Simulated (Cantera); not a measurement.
Adiabatic ignition

An adiabatic, constant-volume homogeneous reactor starts with CH₄ : C₂H₆ : C₃H₈ : O₂ : N₂ = 1 : 0.041 : 0.68 : 2.52 : 9.47 (molar parts), at 1725 K and 0.750 bar.

Cantera simulation using GRI-Mech 3.0 (53 species, 325 reactions); the numbers are that mechanism's predictions, not measurements. GRI-Mech 3.0 was tuned for natural gas; its chemistry of propane as a main component is partial and can be far from experiment.

```
t (s)     T (K)  P (bar)     x CH₄    x C₂H₆   x C₃H₈    x N₂O      x OH       x H
--------  -----  -------  --------  --------  -------  -------  --------  --------
6.00e-6    1677    0.741    0.0705   0.00338   0.0374  1.94e-9  0.000120  0.000153
1.34e-5    1699    0.768    0.0667   0.00514   0.0216  5.22e-9  0.000218  0.000300
2.98e-5    2364     1.22    0.0183   5.71e-5  1.70e-7  5.58e-8   0.00188   0.00641
6.64e-5    2944     1.64   2.30e-5  6.21e-11   <1e-12  1.71e-7   0.00303    0.0175
0.000148   2871     1.61  8.37e-11    <1e-12   <1e-12  6.11e-8   0.00408    0.0254
0.000329   2836     1.60  2.27e-11    <1e-12   <1e-12  4.68e-8   0.00457    0.0294
0.000734   2833     1.60  2.11e-11    <1e-12   <1e-12  4.41e-8   0.00463    0.0298
0.00164    2833     1.60  2.10e-11    <1e-12   <1e-12  4.30e-8   0.00464    0.0298
0.00364    2833     1.60  2.10e-11    <1e-12   <1e-12  4.28e-8   0.00464    0.0298
0.00812    2833     1.60  2.10e-11    <1e-12   <1e-12  4.28e-8   0.00464    0.0298
0.0181     2833     1.60  2.10e-11    <1e-12   <1e-12  4.28e-8   0.00464    0.0298
0.0403     2833     1.60  2.10e-11    <1e-12   <1e-12  4.28e-8   0.00464    0.0298
0.0898     2833     1.60  2.10e-11    <1e-12   <1e-12  4.28e-8   0.00464    0.0298
0.200      2833     1.60  2.10e-11    <1e-12   <1e-12  4.28e-8   0.00464    0.0298
```
x: mole fraction; the columns are a selection and need not sum to one.

```
Item                                                                  Result
---------------------------------  -----------------------------------------
time of steepest temperature rise                                    31.3 µs
temperature at 0.200 s                                                2833 K
equilibrium temperature                                               2833 K
x(CH₄) at 0.200 s                  2.10e-11 (gas-phase equilibrium 2.34e-11)
x(C₂H₆) at 0.200 s                     <1e-12 (gas-phase equilibrium <1e-12)
x(C₃H₈) at 0.200 s                     <1e-12 (gas-phase equilibrium <1e-12)
```
